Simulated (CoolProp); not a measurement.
Vapour-liquid equilibrium of ethylene (1) + 1-butene (2) at -47.05 °C; x and y are mole fractions of (1).

Computed with CoolProp (multi-fluid Helmholtz-energy mixture model, Smukala 2000 and Lemmon 2005; pair parameters Bell 2016).

Question: Give the bubble pressure and the first vapour's composition at x = 0.2, 0.35, 0.95. Is there an azeotrope?

Answer: x = 0.2: 2.326 bar, y = 0.944; x = 0.35: 3.980 bar, y = 0.971; x = 0.95: 10.98 bar, y = 0.999. No azeotrope shows between x = 0.05 and 0.95.

Pair parameters are fitted to limited data, so mixtures are less certain than the pure fluids.
